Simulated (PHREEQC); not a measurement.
Consider water at 25 °C with 1.3 mol MgSO4 and 1.5 mol Na2SO4 per kg of water. Closed to the air; pH follows from the charge balance.

All values are PHREEQC results (Pitzer model, pitzer.dat), not measurements.

Question: The ionic strength comes out as 9.70 mol/kgw. What activity coefficients do MgOH+, Na+, SO4-2, HSO4-, Mg+2 get?

Answer: MgOH+ 0.39, Na+ 0.70, SO4-2 0.0087, HSO4- 0.59, Mg+2 0.24. Single-ion values are on the MacInnes scale.

No solid was allowed to form. Species that the database lacks are ignored.
